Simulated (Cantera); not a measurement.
# Adiabatic ignition

An adiabatic, constant-pressure homogeneous reactor starts with 11.5 % H2, 18.6 % O2, 69.9 % N2, equivalence ratio 0.31, at 1775 K and 4.93 atm.

Detailed kinetics in Cantera: GRI-Mech 3.0 (53 species, 325 reactions). The hydrogen kinetics of GRI-Mech 3.0 are dated; newer H2 mechanisms differ, most at raised pressure.

```json
[
 {"t (s)": "6.00e-6", "T (K)": "2328", "x H2": "0.00468", "x O2": "0.126", "x NO": "6.20e-5", "x H2O": "0.104", "x O": "0.0135", "x OH": "0.0184", "x H2O2": "6.90e-7"},
 {"t (s)": "2.39e-5", "T (K)": "2496", "x H2": "0.00112", "x O2": "0.132", "x NO": "0.000153", "x H2O": "0.115", "x O": "0.00312", "x OH": "0.0106", "x H2O2": "6.12e-7"},
 {"t (s)": "9.51e-5", "T (K)": "2507", "x H2": "0.000885", "x O2": "0.132", "x NO": "0.000358", "x H2O": "0.116", "x O": "0.00245", "x OH": "0.00951", "x H2O2": "6.75e-7"},
 {"t (s)": "0.000379", "T (K)": "2506", "x H2": "0.000880", "x O2": "0.132", "x NO": "0.00114", "x H2O": "0.116", "x O": "0.00243", "x OH": "0.00946", "x H2O2": "6.72e-7"},
 {"t (s)": "0.00151", "T (K)": "2501", "x H2": "0.000864", "x O2": "0.130", "x NO": "0.00395", "x H2O": "0.116", "x O": "0.00236", "x OH": "0.00929", "x H2O2": "6.62e-7"},
 {"t (s)": "0.00600", "T (K)": "2487", "x H2": "0.000823", "x O2": "0.127", "x NO": "0.0110", "x H2O": "0.116", "x O": "0.00218", "x OH": "0.00887", "x H2O2": "6.37e-7"},
 {"t (s)": "0.0239", "T (K)": "2478", "x H2": "0.000794", "x O2": "0.124", "x NO": "0.0162", "x H2O": "0.117", "x O": "0.00206", "x OH": "0.00856", "x H2O2": "6.18e-7"},
 {"t (s)": "0.0951", "T (K)": "2477", "x H2": "0.000793", "x O2": "0.124", "x NO": "0.0164", "x H2O": "0.117", "x O": "0.00205", "x OH": "0.00855", "x H2O2": "6.18e-7"},
 {"t (s)": "0.379", "T (K)": "2477", "x H2": "0.000793", "x O2": "0.124", "x NO": "0.0164", "x H2O": "0.117", "x O": "0.00205", "x OH": "0.00855", "x H2O2": "6.18e-7"},
 {"t (s)": "1.51", "T (K)": "2477", "x H2": "0.000793", "x O2": "0.124", "x NO": "0.0164", "x H2O": "0.117", "x O": "0.00205", "x OH": "0.00855", "x H2O2": "6.18e-7"},
 {"t (s)": "6.00", "T (K)": "2477", "x H2": "0.000793", "x O2": "0.124", "x NO": "0.0164", "x H2O": "0.117", "x O": "0.00205", "x OH": "0.00855", "x H2O2": "6.18e-7"}
]
```
x: mole fraction; the columns are a selection and need not sum to one.

```json
{
  "time_of_steepest_temperature_rise": "1.61 µs",
  "temperature at 6.00 s": "2477 K",
  "equilibrium_temperature": "2477 K",
  "x(H2) at 6.00 s": "0.000793 (gas-phase equilibrium 0.000793)",
  "x(O2) at 6.00 s": "0.124 (gas-phase equilibrium 0.124)",
  "x(NO) at 6.00 s": "0.0164 (gas-phase equilibrium 0.0164)"
}
```
